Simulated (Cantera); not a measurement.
Input: 1 mol SiC, 0.24 mol H₂O, 7.3 mol H₂, held at 950 K and 0.0133 bar.

Method: chemical equilibrium by Gibbs-energy minimisation in Cantera with the NASA 1993 tables (ideal gas, pure condensed phases). Candidate condensed phases: C, C₆H₆, C₇H₈, C₈H₁₈, H₂O, Si, SiC, SiO₂; 123 gas species. Equilibrium is a limit: real reactors are often held back by kinetics, nucleation or transport.

Base state: H₂ 0.998, CH₄ 0.00222 (mole fractions); condensed: C(graphite) + SiC(s) + SiO₂(β-quartz).

**Question.** What changes in the equilibrium state with this change: SiC replaced by Si?

**Answer.** 
```csv
species,before,after
H₂,0.998,1.00
CH₄,0.00222,0
"C(graphite), mol",0.103,0
"SiC(s), mol",0.880,0
"SiO₂(β-quartz), mol",0.120,0.120
"Si(s), mol",0,0.880
```

**Question.** What changes in the equilibrium state with this change: temperature from 950 K to 1598.15 K?

**Answer.** 
| species | before | after |
|---|---|---|
| H₂ | 0.998 | 0.969 |
| CO | 1.36e-6 | 0.0154 |
| SiO | <1e-9 | 0.0154 |
| H | 4.81e-9 | 0.000454 |
| CH₄ | 0.00222 | 1.10e-6 |
| C(graphite), mol | 0.103 | 0 |
| SiC(s), mol | 0.880 | 0.880 |
| SiO₂(β-quartz), mol | 0.120 | 0 |

**Question.** What changes in the equilibrium state with this change: temperature from 950 K to 998.15 K?

**Answer.** 
```json
[
 {"species": "H₂", "before": "0.998", "after": "0.999"},
 {"species": "CH₄", "before": "0.00222", "after": "0.00130"},
 {"species": "C(graphite), mol", "before": "0.103", "after": "0.110"},
 {"species": "SiC(s), mol", "before": "0.880", "after": "0.880"},
 {"species": "SiO₂(β-quartz), mol", "before": "0.120", "after": "0.120"}
]
```
